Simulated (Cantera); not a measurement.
An isothermal, constant-pressure homogeneous reactor starts with NO : N₂ = 1 : 0.2 (molar parts), at 2123 K and 0.132 atm.

Computed with Cantera and GRI-Mech 3.0 (53 species, 325 reactions).

x: mole fraction; the columns are a selection and need not sum to one.

| t (s) | x NO | x NO₂ | x N₂ | x O₂ | x N₂O | x O |
|---|---|---|---|---|---|---|
| 0.000700 | 0.833 | 2.52e-5 | 0.167 | 2.15e-5 | 0.000137 | 0.000179 |
| 0.00141 | 0.832 | 5.54e-5 | 0.167 | 0.000106 | 0.000216 | 0.000359 |
| 0.00282 | 0.831 | [?] | 0.167 | [?] | 0.000281 | [?] |
| 0.00566 | 0.829 | 0.000103 | 0.169 | [?] | 0.000298 | 0.000697 |
| 0.0114 | 0.824 | 0.000111 | 0.171 | 0.00408 | 0.000294 | 0.000738 |
| 0.0228 | 0.814 | 0.000125 | 0.176 | 0.00912 | 0.000282 | 0.000805 |
| 0.0458 | 0.793 | 0.000148 | 0.187 | 0.0195 | 0.000262 | 0.000926 |
| 0.0920 | 0.749 | 0.000182 | 0.208 | 0.0411 | 0.000224 | 0.00113 |
| 0.185 | 0.661 | 0.000220 | 0.252 | 0.0850 | 0.000164 | 0.00146 |
| 0.371 | 0.499 | 0.000229 | 0.333 | 0.166 | 8.65e-5 | 0.00192 |
| 0.744 | 0.272 | 0.000162 | 0.446 | 0.279 | 2.39e-5 | 0.00241 |
| 1.49 | 0.0932 | 6.38e-5 | 0.536 | 0.368 | 2.81e-6 | 0.00273 |
| 3.00 | 0.0280 | 2.00e-5 | 0.569 | 0.401 | 4.04e-7 | 0.00284 |

Problem. Fill in the missing entries.

Solution. 
- 0.00282, x NO₂: 8.83e-5
- 0.00282, x O₂: 0.000482
- 0.00282, x O: 0.000586
- 0.00566, x O₂: 0.00161
